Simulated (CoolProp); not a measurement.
The fluid at 255.48 K and 1.98 MPa flows at 2.3 m/s in a round tube of 10 mm bore and 0.25 µm roughness, fully developed (64/Re and Nu = 3.66 if laminar; Colebrook and Gnielinski if turbulent). The same conditions are run with several fluids, on thermodynamics alone (safety and materials aside).

The numbers come from the reference Helmholtz-energy equation of state of each fluid (R404A: Lemmon 2003; CH2F2 (R32): Tillner-Roth 1997; R134a: Tillner-Roth 1994; R507A: Lemmon 2003; n-butane: Bücker 2006) in CoolProp. Blends and air are pseudo-pure fits.

Task: Rank R404A, CH2F2 (R32), R134a, R507A, n-butane by Reynolds number, highest first.

Result: CH2F2 (R32) (133000), R404A (122000), R507A (117000), R134a (90700), n-butane (57400)

```json
[
 {"fluid": "R404A", "Darcy friction factor": "0.0174", "pressure drop (Pa/m)": "5630", "heat-transfer coefficient (W/(m² K))": "4410", "mass flow (kg/h)": "794"},
 {"fluid": "CH2F2 (R32)", "Darcy friction factor": "0.0171", "pressure drop (Pa/m)": "5060", "heat-transfer coefficient (W/(m² K))": "6900", "mass flow (kg/h)": "727"},
 {"fluid": "R134a", "Darcy friction factor": "0.0185", "pressure drop (Pa/m)": "6630", "heat-transfer coefficient (W/(m² K))": "4540", "mass flow (kg/h)": "882"},
 {"fluid": "R507A", "Darcy friction factor": "0.0176", "pressure drop (Pa/m)": "5710", "heat-transfer coefficient (W/(m² K))": "4320", "mass flow (kg/h)": "799"},
 {"fluid": "n-butane", "Darcy friction factor": "0.0204", "pressure drop (Pa/m)": "3350", "heat-transfer coefficient (W/(m² K))": "3800", "mass flow (kg/h)": "404"}
]
```

Transport values come from each fluid's own correlations; those of CH2F2 (R32), R134a are estimates that may be off by 10 % or more.
